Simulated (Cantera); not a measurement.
Charge: 1 mol CH4, 0.018 mol NH3, 5 mol H2, at 1275 K and 3750 Torr.

Method: chemical equilibrium by Gibbs-energy minimisation in Cantera with the NASA 1993 tables (ideal gas, pure condensed phases). Candidate condensed phases: C, C6H6, C7H8, C8H18; 92 gas species. Kinetics and transport are ignored.

Base state: H2 0.956, CH4 0.0424, N2 0.00132, NH3 2.33e-5 (mole fractions); condensed: C(graphite).

Question: What changes in the equilibrium state with this change: NH3 from 0.018 to 2.7 mol?

Answer: 
| species | before | after |
|---|---|---|
| H2 | 0.956 | 0.854 |
| N2 | 0.00132 | 0.112 |
| CH4 | 0.0424 | 0.0338 |
| HCN | 5.78e-6 | 5.04e-5 |
| NH3 | 2.33e-5 | 0.000182 |
| C(graphite), mol | 0.714 | 0.594 |
